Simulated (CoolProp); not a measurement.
A simple Rankine cycle with toluene: condensing at 303.15 K, boiler at 2.26 MPa, turbine inlet 584.7 K, turbine efficiency 0.8, pump efficiency 0.8, no recuperator. Each further row changes one setting.

Computed with CoolProp (reference Helmholtz-energy equation of state, Lemmon 2006). It is a short technical equation, of lower accuracy than the large ones.

```tsv
case	thermal efficiency (%)	net work (kJ/kg)	heat in (kJ/kg)	turbine exit temperature (K)	volume ratio over the turbine
as stated	24.8	205	826	(withheld)	474
turbine inlet 604.7 K	(withheld)	(withheld)	874	472.2	458
condensing temperature 295.15 K	(withheld)	(withheld)	840	443.5	703
boiler pressure 1.58 MPa	23.8	201	844	463.6	306
turbine efficiency 0.7	21.7	(withheld)	826	466.0	490
```

**Question.** What belongs in the gaps?

**Answer.** 
- as stated, turbine exit temperature (K): 450.8
- turbine inlet 604.7 K, thermal efficiency (%): 24.7
- turbine inlet 604.7 K, net work (kJ/kg): 216
- condensing temperature 295.15 K, thermal efficiency (%): 25.9
- condensing temperature 295.15 K, net work (kJ/kg): 217
- turbine efficiency 0.7, net work (kJ/kg): 179
